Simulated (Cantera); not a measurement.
Input: 1 mol B2O3, 3.9 mol N2, 0.25 mol H2, equilibrated at 1000 Pa.

Cantera equilibrium calculation (NASA polynomials, part measured and part estimated; ideal gas, pure solids and liquids). Candidate condensed phases: B, BN, B2O3, B3O3H3, H2O; 39 gas species. Kinetics and transport are ignored. All values below are at 1775 °C.

Base state: N2 0.750, B2O3 0.159, HBO2 0.0316, H2 0.0260, BO 0.0147, HBO 0.00761, B2O2 0.00567, H 0.00361 (mole fractions); condensed: gas only.

Problem. What changes in the equilibrium state with this change: 0.17 mol O2 added?

Solution. 
| species | before | after |
|---|---|---|
| N2 | 0.750 | 0.747 |
| B2O3 | 0.159 | 0.143 |
| HBO2 | 0.0316 | 0.0831 |
| H2 | 0.0260 | 0.000331 |
| BO | 0.0147 | 0.000565 |
| BO2 | 0.000577 | 0.0134 |
| O2 | 1.25e-8 | 0.00456 |
| B2O2 | 0.00567 | 8.40e-6 |
| O | 1.07e-6 | 0.000647 |
| NO | 2.07e-6 | 0.00125 |
| HBO | 0.00761 | 3.31e-5 |

Problem. What changes in the equilibrium state with this change: pressure from 1000 Pa to 230 Pa?

Solution. 
```tsv
species	before	after
N2	0.750	0.745
B2O3	0.159	0.154
HBO2	0.0316	0.0350
BO	0.0147	0.0250
H2	0.0260	0.0229
OH	1.07e-5	3.02e-5
BO2	0.000577	0.00142
H	0.00361	0.00706
B2O2	0.00567	0.00377
```
